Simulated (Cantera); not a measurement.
# N2O furnace oxynitridation

An isothermal, constant-pressure homogeneous reactor starts with N2O : H2O = 1 : 0.017 (molar parts), at 1575 K and 20.0 Torr.

Computed with Cantera and GRI-Mech 3.0 (53 species, 325 reactions). GRI-Mech 3.0 was tuned for natural gas; its chemistry of N2O as a main component is partial and can be far from experiment. Radical loss at walls, strong at low pressure, is not modelled. The temperature is held fixed by assumption; the heat of reaction is taken as removed at once.

```json
[
 {"t (s)": "1.00e-5", "x N2O": "0.983", "x H2O": "0.0167", "x OH": "8.88e-8", "x H": "6.16e-12", "x H2O2": "<1e-12", "x NO": "6.52e-7", "x HO2": "1.44e-10"},
 {"t (s)": "7.50e-5", "x N2O": "0.983", "x H2O": "0.0167", "x OH": "3.82e-6", "x H": "3.21e-9", "x H2O2": "2.61e-11", "x NO": "2.84e-5", "x HO2": "4.87e-8"},
 {"t (s)": "0.000562", "x N2O": "0.980", "x H2O": "0.0167", "x OH": "6.12e-5", "x H": "1.04e-7", "x H2O2": "1.53e-8", "x NO": "0.000507", "x HO2": "6.02e-6"},
 {"t (s)": "0.00422", "x N2O": "0.960", "x H2O": "0.0165", "x OH": "0.000208", "x H": "3.65e-7", "x H2O2": "1.01e-7", "x NO": "0.00412", "x HO2": "2.26e-5"},
 {"t (s)": "0.0316", "x N2O": "0.823", "x H2O": "0.0157", "x OH": "0.000260", "x H": "4.38e-7", "x H2O2": "2.24e-8", "x NO": "0.0276", "x HO2": "8.50e-6"},
 {"t (s)": "0.237", "x N2O": "0.305", "x H2O": "0.0128", "x OH": "0.000261", "x H": "7.64e-7", "x H2O2": "2.16e-9", "x NO": "0.115", "x HO2": "9.93e-7"},
 {"t (s)": "1.78", "x N2O": "0.00136", "x H2O": "0.0111", "x OH": "0.000164", "x H": "4.58e-7", "x H2O2": "3.94e-10", "x NO": "0.161", "x HO2": "4.67e-8"},
 {"t (s)": "13.3", "x N2O": "6.60e-6", "x H2O": "0.0111", "x OH": "0.000127", "x H": "2.14e-7", "x H2O2": "2.87e-10", "x NO": "0.161", "x HO2": "4.95e-8"},
 {"t (s)": "100", "x N2O": "6.19e-6", "x H2O": "0.0111", "x OH": "0.000127", "x H": "2.13e-7", "x H2O2": "2.89e-10", "x NO": "0.156", "x HO2": "4.98e-8"}
]
```
x: mole fraction; the columns are a selection and need not sum to one.

Equilibrium at this temperature and pressure: N2O 1.79e-8, H2O 0.0111, OH 0.000135, H 1.97e-7, H2O2 3.28e-10, NO 0.00199, HO2 6.09e-8 (gas phase only).
